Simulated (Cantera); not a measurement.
A closed system holds: 1 mol CaO, 9.7 mol HBr, 0.1 mol O2, held at 1575 K and 0.00140 bar.

Cantera equilibrium calculation (NASA polynomials, part measured and part estimated; ideal gas, pure solids and liquids). Candidate condensed phases: Br2, Ca, CaBr2, CaO, Ca(OH)2, H2O; 19 gas species. Rates play no part.

Base state: HBr 0.547, Br 0.177, H2O 0.113, CaBr2 0.0940, H2 0.0696, H 0.000293, Br2 0.000228, OH 1.72e-5 (mole fractions); condensed: gas only.

**Question.** What changes in the equilibrium state with this change: pressure from 0.00140 bar to 0.00400 bar?

**Answer.** 
```json
[
 {"species": "HBr", "before": "0.547", "after": "0.602"},
 {"species": "Br", "before": "0.177", "after": "0.137"},
 {"species": "H2O", "before": "0.113", "after": "0.115"},
 {"species": "H2", "before": "0.0696", "after": "0.0494"},
 {"species": "CaBr2", "before": "0.0940", "after": "0.0960"},
 {"species": "H", "before": "0.000293", "after": "0.000146"},
 {"species": "Br2", "before": "0.000228", "after": "0.000390"},
 {"species": "OH", "before": "1.72e-5", "after": "1.24e-5"}
]
```
